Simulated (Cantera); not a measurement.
Cantera run, input and output.

```python
import numpy as np
import cantera as ct

gas = ct.Solution("h2o2.yaml")
gas.TPX = 550, 101325, {'H2': 1, 'O2': 0.781, 'N2': 2.94}
flame = ct.FreeFlame(gas, width=0.04)
flame.set_refine_criteria(ratio=3, slope=0.08, curve=0.16)
flame.transport_model = "mixture-averaged"
flame.solve(loglevel=0, auto=True)
z, T = flame.grid, flame.T
thick = (T[-1] - T[0]) / np.gradient(T, z).max()
show = ['H2', 'O2', 'H2O2', 'OH', 'HO2', 'H2O']
print(f"laminar burning velocity  {flame.velocity[0] * 100:.3f} cm/s")
print(f"burnt temperature         {T[-1]:.1f} K")
print(f"thermal thickness         {thick * 1e3:.4f} mm")
print(f"grid points               {len(z)}")
z0 = z[flame.heat_release_rate.argmax()]
print(f"{'z/mm':>9s}{'T/K':>9s}{'u/(m/s)':>9s}" + "".join(f"{s:>11s}" for s in show))
rows = []
for k in (-3, -2, -1.5, -1, -0.5, -0.25, 0, 0.25, 0.5, 1, 2, 4, 8):
    zz = z0 + k * thick
    rows.append([k * thick, np.interp(zz, z, T), np.interp(zz, z, flame.velocity),
                 *(np.interp(zz, z, flame.X[gas.species_index(s)]) for s in show)])
    print(f"{rows[-1][0] * 1e3:9.3f}{rows[-1][1]:9.1f}{rows[-1][2]:9.3f}" + "".join(f"{x:11.3e}" for x in rows[-1][3:]))
```

Output:

```
laminar burning velocity  383.776 cm/s
burnt temperature         2096.3 K
thermal thickness         0.4090 mm
grid points               109
     z/mm      T/K  u/(m/s)         H2         O2       H2O2         OH        HO2        H2O
   -1.227    550.0    3.838  2.118e-01  1.654e-01  2.725e-13  4.103e-15  2.011e-11  1.291e-10
   -0.818    550.0    3.838  2.118e-01  1.654e-01  1.058e-11  2.154e-13  7.585e-10  4.015e-09
   -0.614    550.0    3.837  2.117e-01  1.655e-01  3.230e-10  8.295e-12  2.208e-08  9.000e-08
   -0.409    550.2    3.835  2.109e-01  1.656e-01  2.117e-08  7.929e-10  1.306e-06  3.793e-06
   -0.205    587.5    4.034  1.967e-01  1.672e-01  1.316e-05  7.691e-05  2.877e-04  2.285e-03
   -0.102    824.0    5.497  1.559e-01  1.613e-01  2.510e-05  7.826e-04  2.195e-04  2.712e-02
    0.000   1198.8    7.801  8.433e-02  1.289e-01  8.603e-06  3.086e-03  1.094e-04  9.799e-02
    0.102   1469.5    9.484  3.279e-02  8.934e-02  4.310e-06  7.828e-03  6.207e-05  1.649e-01
    0.205   1614.8   10.373  1.812e-02  7.492e-02  2.373e-06  1.061e-02  4.329e-05  1.888e-01
    0.409   1762.1   11.239  1.296e-02  6.956e-02  1.191e-06  1.225e-02  2.967e-05  2.015e-01
    0.818   1892.2   11.976  9.171e-03  6.741e-02  6.445e-07  1.213e-02  1.877e-05  2.118e-01
    1.636   1991.1   12.520  5.335e-03  6.643e-02  3.871e-07  1.033e-02  1.044e-05  2.207e-01
    3.272   2051.6   12.846  2.570e-03  6.639e-02  2.475e-07  7.661e-03  5.500e-06  2.270e-01
```

Model: the H2/O2 subset of GRI-Mech 3.0, which has no nitrogen chemistry, integrated in Cantera. Burning velocities carry a grid error of a few per cent, more on coarse grids. Lean hydrogen flames are cellular in practice and burn faster than this planar one.
